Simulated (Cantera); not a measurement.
Cantera run, input and output.

```python
import numpy as np
import cantera as ct

gas = ct.Solution("gri30.yaml")
gas.TPX = 750, 270000, {'CH4': 1, 'C2H6': 0.43, 'C3H8': 1, 'O2': 10.4, 'N2': 39}
inlet = ct.Reservoir(gas, clone=True)
gas.equilibrate("HP")  # start burning
reactor = ct.IdealGasConstPressureReactor(gas, energy="on", clone=False)
exhaust = ct.Reservoir(gas, clone=True)
tau = [0.026, 0.014, 0.0074, 0.004, 0.0021, 0.0011, 0.00061, 0.00033, 0.00018, 9.5e-05][0]
for a, b in ((inlet, reactor), (reactor, exhaust)):
    ct.MassFlowController(a, b, mdot=lambda t: reactor.mass / tau)
net = ct.ReactorNet([reactor])
show = ['CH4', 'C2H6', 'C3H8', 'C2H', 'CH2CO']

rows = []
print(f"{'tau/s':>10s}{'T/K':>9s}" + "".join(f"{s:>11s}" for s in show))
for tau in [0.026, 0.014, 0.0074, 0.004, 0.0021, 0.0011, 0.00061, 0.00033, 0.00018, 9.5e-05]:
    net.initial_time = 0.0
    net.advance(30 * tau)
    before = gas.X
    net.advance(40 * tau)
    drift = np.max(np.abs(gas.X - before) / (gas.X + 1e-9))
    rows.append([gas.T, *gas[show].X, drift])
    print(f"{tau:10.3e}{gas.T:9.1f}" + "".join(f"{x:11.3e}" for x in gas[show].X))
```

It prints:

```
     tau/s      T/K        CH4       C2H6       C3H8        C2H      CH2CO
 2.600e-02   2355.2  7.403e-07  3.667e-08  1.061e-07  5.628e-09  1.378e-07
 1.400e-02   2352.7  1.303e-06  6.699e-08  1.918e-07  9.868e-09  2.549e-07
 7.400e-03   2346.6  2.276e-06  1.241e-07  3.489e-07  1.703e-08  4.798e-07
 4.000e-03   2335.7  3.778e-06  2.237e-07  6.106e-07  2.753e-08  8.797e-07
 2.100e-03   2317.1  6.211e-06  4.098e-07  1.071e-06  4.277e-08  1.643e-06
 1.100e-03   2289.9  1.000e-05  7.425e-07  1.835e-06  6.221e-08  3.012e-06
 6.100e-04   2257.6  1.542e-05  1.263e-06  2.954e-06  8.317e-08  5.102e-06
 3.300e-04   2216.9  2.459e-05  2.188e-06  4.839e-06  1.085e-07  8.582e-06
 1.800e-04   2170.4  4.012e-05  3.781e-06  7.965e-06  1.385e-07  1.401e-05
 9.500e-05   2115.0  7.056e-05  6.887e-06  1.391e-05  1.804e-07  2.338e-05
```

Model: GRI-Mech 3.0 (53 species, 325 reactions), integrated in Cantera. GRI-Mech 3.0 was tuned for natural gas; its chemistry of propane as a main component is partial and can be far from experiment.
